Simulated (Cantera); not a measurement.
CuF₂ + O₂ + H₂ (halide evaporation, hydrolysis and transport)

Feed: 1 mol CuF₂, 0.11 mol O₂, 3.2 mol H₂, held at 5.00e-5 bar.

Method: chemical equilibrium by Gibbs-energy minimisation in Cantera with the NASA 1993 tables (ideal gas, pure condensed phases). Candidate condensed phases: Cu, CuF₂, CuO, Cu(OH)₂, Cu₂O, H₂O; 27 gas species. The numbers say what is thermodynamically allowed, not how fast it happens.

```tsv
T (°C)	x HF	x H₂	x H	x Cu	x H₂O	x O	x OH	x CuF	n Cu(s)	n Cu(l)
1050	0.473	0.469	0.000154	0.00537	0.0521	7.66e-11	2.47e-7	9.23e-5	0.977	0
1150	0.456	0.451	0.000631	0.0418	0.0502	1.91e-9	1.52e-6	0.000433	0	0.815
1250	0.383	0.380	0.00202	0.191	0.0423	3.14e-8	6.91e-6	0.00118	0	0
1350	0.383	0.377	0.00600	0.191	0.0422	3.68e-7	2.81e-5	0.000819	0	0
1450	0.381	0.370	0.0157	0.190	0.0419	3.27e-6	9.73e-5	0.000591	0	0
1550	0.377	0.356	0.0366	0.188	0.0412	2.33e-5	0.000295	0.000441	0	0
1650	0.369	0.329	0.0764	0.185	0.0397	0.000138	0.000795	0.000340	0	0
1750	0.356	0.283	0.143	0.178	0.0365	0.000703	0.00192	0.000269	0	0
1850	0.336	0.220	0.238	0.168	0.0297	0.00304	0.00397	0.000220	0	0
1950	0.311	0.149	0.349	0.156	0.0176	0.00975	0.00598	0.000189	0	0
```
x: gas mole fraction; n: condensed amount in mol.

At 1050 °C the condensed part is Cu(s). At 1150 °C the condensed part is Cu(l). From 1250 °C to 1950 °C nothing is condensed. The main Cu-bearing gas is Cu throughout.
